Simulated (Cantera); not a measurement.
Adiabatic ignition

An adiabatic, constant-pressure homogeneous reactor starts with C3H8 : O2 : N2 : CO2 = 1 : 11.6 : 43.7 : 1.7 (molar parts), equivalence ratio 0.43, at 1200 K and 7.60 atm.

Model: GRI-Mech 3.0 (53 species, 325 reactions), integrated in Cantera. GRI-Mech 3.0 was tuned for natural gas; its chemistry of propane as a main component is partial and can be far from experiment.

| t (s) | T (K) | x C3H8 | x O2 | x CO2 | x CH2O | x C2H2 | x H |
|---|---|---|---|---|---|---|---|
| 4.00e-6 | 1200 | 0.0172 | 0.200 | 0.0293 | 9.78e-9 | <1e-12 | 7.80e-10 |
| 1.04e-5 | 1200 | 0.0172 | 0.200 | 0.0293 | 7.91e-8 | <1e-12 | 1.06e-9 |
| 2.72e-5 | 1200 | 0.0172 | 0.200 | 0.0293 | 7.50e-7 | 6.86e-12 | 2.59e-9 |
| 7.09e-5 | 1200 | 0.0172 | 0.200 | 0.0293 | 7.97e-6 | 2.39e-10 | 9.44e-9 |
| 0.000185 | 1200 | 0.0171 | 0.200 | 0.0293 | 4.88e-5 | 6.25e-9 | 1.42e-8 |
| 0.000482 | 1201 | 0.0168 | 0.200 | 0.0293 | 0.000174 | 7.56e-8 | 2.05e-8 |
| 0.00126 | 1204 | 0.0151 | 0.198 | 0.0292 | 0.000715 | 1.31e-6 | 8.29e-8 |
| 0.00328 | 2102 | <1e-12 | 0.111 | 0.0794 | <1e-12 | <1e-12 | 7.55e-6 |
| 0.00854 | 2101 | <1e-12 | 0.111 | 0.0794 | <1e-12 | <1e-12 | 7.53e-6 |
| 0.0223 | 2101 | <1e-12 | 0.111 | 0.0794 | <1e-12 | <1e-12 | 7.49e-6 |
| 0.0581 | 2099 | <1e-12 | 0.111 | 0.0794 | <1e-12 | <1e-12 | 7.39e-6 |
| 0.151 | 2096 | <1e-12 | 0.110 | 0.0794 | <1e-12 | <1e-12 | 7.17e-6 |
| 0.395 | 2091 | <1e-12 | 0.109 | 0.0794 | <1e-12 | <1e-12 | 6.83e-6 |
| 1.03 | 2087 | <1e-12 | 0.108 | 0.0794 | <1e-12 | <1e-12 | 6.62e-6 |
| 2.68 | 2087 | <1e-12 | 0.108 | 0.0794 | <1e-12 | <1e-12 | 6.59e-6 |
| 7.00 | 2087 | <1e-12 | 0.108 | 0.0794 | <1e-12 | <1e-12 | 6.59e-6 |
x: mole fraction; the columns are a selection and need not sum to one.

| Quantity | Result |
|---|---|
| time of steepest temperature rise | 1.80 ms |
| temperature at 7.00 s | 2087 K |
| equilibrium temperature | 2087 K |
| x(C3H8) at 7.00 s | <1e-12 (gas-phase equilibrium <1e-12) |
| x(O2) at 7.00 s | 0.108 (gas-phase equilibrium 0.108) |
| x(CO2) at 7.00 s | 0.0794 (gas-phase equilibrium 0.0794) |
